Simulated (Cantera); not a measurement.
Standard-state values (1 bar) from the NASA 1993 polynomials, evaluated with Cantera. Values are per mole of reaction as written; species without (g) are pure solids or liquids, kept so even where they would boil at 1 bar.

Task: Between 1750 and 2250 K, where is each reaction favourable under standard conditions?
- CrO3(g) + 6 H(g) → 3 H2O(g) + Cr

Result: 
- CrO3(g) + 6 H(g) → 3 H2O(g) + Cr: ΔG° is -1011 kJ at 1750 K and -786 kJ at 2250 K; it stays negative (K > 1). ΔH° is -1784 kJ and ΔS° -443 J/K at 2250 K.
